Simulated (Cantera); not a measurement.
Feed: 1 mol Si, a varied amount of Cl₂, 3.1 mol H₂, 2.3 mol HCl, held at 725 K and 0.410 bar.

Cantera equilibrium calculation (NASA polynomials, part measured and part estimated; ideal gas, pure solids and liquids). Candidate condensed phases: Si; 19 gas species. The tables' values for SiCl₃ are old estimates; treat these amounts as uncertain. Kinetics and transport are ignored.

log p: log10 of the partial pressure in bar; n: condensed amount in mol.

```
n(Cl₂) (mol)  log p H₂  log p HCl  log p SiCl₄  log p SiHCl₃  log p SiH₂Cl₂  n Si(s)
------------  --------  ---------  -----------  ------------  -------------  -------
0.5              -0.47      -3.64        -1.30         -1.65          -3.15    0.102
0.57             -0.48      -3.63        -1.28         -1.64          -3.15   0.0652
0.66             -0.48      -3.63        -1.26         -1.62          -3.14   0.0173
0.75             -0.48      -3.39        -1.20         -1.80              ?        0
0.86             -0.48      -2.44        -1.12         -2.68              ?        0
0.98             -0.50      -1.70        -1.12         -3.44              ?        0
1.1              -0.53      -1.43        -1.13         -3.74              ?        0
1.3              -0.56      -1.19        -1.14         -4.03              ?        0
1.5              -0.60      -1.04        -1.16         -4.23              ?        0
1.7              -0.64      -0.94        -1.17         -4.38              ?        0
1.9              -0.68      -0.86        -1.19         -4.51              ?        0
2.2              -0.74      -0.78        -1.21         -4.69              ?        0
```

**Question.** Complete the blanks.

**Answer.** 
- 0.75, log p SiH₂Cl₂: -3.56
- 0.86, log p SiH₂Cl₂: -5.39
- 0.98, log p SiH₂Cl₂: -6.92
- 1.1, log p SiH₂Cl₂: -7.51
- 1.3, log p SiH₂Cl₂: -8.07
- 1.5, log p SiH₂Cl₂: -8.45
- 1.7, log p SiH₂Cl₂: -8.75
- 1.9, log p SiH₂Cl₂: -9.00
- 2.2, log p SiH₂Cl₂: -9.32
